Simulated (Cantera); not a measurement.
Feed: 1 mol CH4, 1.7 mol NH3, 0.12 mol CO2, at 0.0100 bar.

Equilibrium computed with Cantera from the NASA thermochemical tables; the gas is ideal and each condensed phase is pure. Candidate condensed phases: C, C6H6, C7H8, C8H18, H2O; 136 gas species. Rates play no part.

x: gas mole fraction; n: condensed amount in mol.

| T (°C) | x H2 | x N2 | x CO | x H | x HCN | x CH4 | n C(graphite) |
|---|---|---|---|---|---|---|---|
| 652 | 0.805 | 0.151 | 0.0420 | 2.34e-9 | 4.93e-7 | 0.00147 | 0.875 |
| 802 | 0.806 | 0.151 | 0.0425 | 1.32e-7 | 5.53e-6 | 0.000293 | 0.879 |
| 952 | 0.807 | 0.151 | 0.0425 | ___ | ___ | ___ | 0.879 |
| 1102 | 0.807 | 0.151 | 0.0426 | 3.08e-5 | 0.000141 | 3.24e-5 | 0.879 |
| 1252 | 0.806 | 0.150 | 0.0425 | 0.000212 | 0.000438 | 1.48e-5 | 0.877 |
| 1402 | 0.805 | 0.150 | 0.0425 | ___ | ___ | ___ | 0.873 |
| 1552 | 0.802 | 0.149 | 0.0425 | 0.00394 | 0.00239 | 4.56e-6 | 0.864 |

What belongs in the gaps?


- 1402, x H: 0.00104
- 1402, x HCN: 0.00111
- 1402, x CH4: 7.81e-6
- 952, x H: 2.80e-6
- 952, x HCN: 3.41e-5
- 952, x CH4: 8.54e-5
